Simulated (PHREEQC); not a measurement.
Silver or lead bath (model solution)

Solution (40 °C): 0.00021 mol/kgw Ag2SO4, 8.4e-05 mol/kgw KBr and 0.014 mol/kgw Na2SO4. Closed to the air; pH follows from the charge balance.

The numbers come from PHREEQC with the ion-association model, wateq4f.dat.

Precipitation was switched off in this run.

**Question.** Estimate the pH.

**Answer.** pH 6.90.

**Question.** In which forms is Ag present?

**Answer.** Ag+ 74 %, AgBr 15 %, AgSO4- 10 % of the Ag.

Saturation is exceeded, for instance for Bromyrite; the values hold only as long as no solid forms. Species that the database lacks are ignored. Away from 25 °C the constants follow the database's enthalpies or fits; those with neither stay at their 25 °C values.
